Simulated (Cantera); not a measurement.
Cantera run:

```python
import numpy as np
import cantera as ct

gas_names = """
    O2 H2O
""".split()
cond_names = """
    Ca(a) CaO(s) CaO2H2(s)
""".split()


# ... load() reads the species with a 1 bar reference pressure and builds the phases ...
species = {s.name: s for s in load("nasa_gas.yaml", gas_names) + load("nasa_condensed.yaml", cond_names)}
T = 600
g = {n: (s.thermo.h(T) - T * s.thermo.s(T)) / (ct.gas_constant * T * np.log(10)) for n, s in species.items()}
valid = cond_names  # the entries whose range holds T


def stable(la, lb):
    # potentials (over RT ln 10) of the two non-metals from log10 p(O2) and log10 p(H2O) in bar
    mu = {}
    mu["O"] = (g["O2"] + la) / 2
    mu["H"] = (g["H2O"] + lb - 1 * mu["O"]) / 2
    cost = {}
    for n in valid:
        c = species[n].composition
        cost[n] = (g[n] - sum(c.get(e, 0) * m for e, m in mu.items())) / c["Ca"]
    return min(cost, key=cost.get)


results = []
for lb in [0, -2.8, -5.6, -8.4, -11.1, -13.9, -16.7, -19.5, -22.3, -25.1, -27.9, -30.6, -33.4, -36.2, -39]:
    row = [stable(la, lb) for la in [-54, -51.2, -48.3, -45.5, -42.6, -39.8, -36.9, -34.1, -31.3, -28.4, -25.6, -22.7, -19.9, -17.1, -14.2, -11.4, -8.5, -5.7, -2.8, 0]]
    results.append(row)
    print(f"{lb:6.1f}  " + " ".join(f"{valid.index(n):x}" for n in row))
print("key: " + ", ".join(f"{i:x} {n}" for i, n in enumerate(valid)))
```

Output:

```
   0.0  2 2 2 2 2 2 2 2 2 2 2 2 2 2 2 2 2 2 2 2
  -2.8  1 1 1 1 1 1 1 1 1 1 1 1 1 1 1 1 1 1 1 1
  -5.6  1 1 1 1 1 1 1 1 1 1 1 1 1 1 1 1 1 1 1 1
  -8.4  1 1 1 1 1 1 1 1 1 1 1 1 1 1 1 1 1 1 1 1
 -11.1  1 1 1 1 1 1 1 1 1 1 1 1 1 1 1 1 1 1 1 1
 -13.9  1 1 1 1 1 1 1 1 1 1 1 1 1 1 1 1 1 1 1 1
 -16.7  1 1 1 1 1 1 1 1 1 1 1 1 1 1 1 1 1 1 1 1
 -19.5  1 1 1 1 1 1 1 1 1 1 1 1 1 1 1 1 1 1 1 1
 -22.3  1 1 1 1 1 1 1 1 1 1 1 1 1 1 1 1 1 1 1 1
 -25.1  1 1 1 1 1 1 1 1 1 1 1 1 1 1 1 1 1 1 1 1
 -27.9  1 1 1 1 1 1 1 1 1 1 1 1 1 1 1 1 1 1 1 1
 -30.6  1 1 1 1 1 1 1 1 1 1 1 1 1 1 1 1 1 1 1 1
 -33.4  1 1 1 1 1 1 1 1 1 1 1 1 1 1 1 1 1 1 1 1
 -36.2  1 1 1 1 1 1 1 1 1 1 1 1 1 1 1 1 1 1 1 1
 -39.0  1 1 1 1 1 1 1 1 1 1 1 1 1 1 1 1 1 1 1 1
key: 0 Ca(a), 1 CaO(s), 2 CaO2H2(s)
```

Cantera with NASA thermochemical tables; ideal gases at 1 bar, condensed phases pure. Part of the grid cannot be reached: there another gas would pass 10 bar, or a non-metal would condense.
